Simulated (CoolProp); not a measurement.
Computed with CoolProp (reference Helmholtz-energy equation of state, McLinden 2015).

Problem. Give the vapour pressure (MPa), liquid density (kg/m³), vapour Z of saturated the fluoroketone C6F12O (FK-5-1-12) at -25.25, -12.65, 88.25 °C.

Solution. 
```csv
T (°C),p (MPa),liquid density (kg/m³),vapour Z
-25.25,0.00277,1750,0.995
-12.65,0.00615,1710,0.992
88.25,0.332,1390,0.851
```
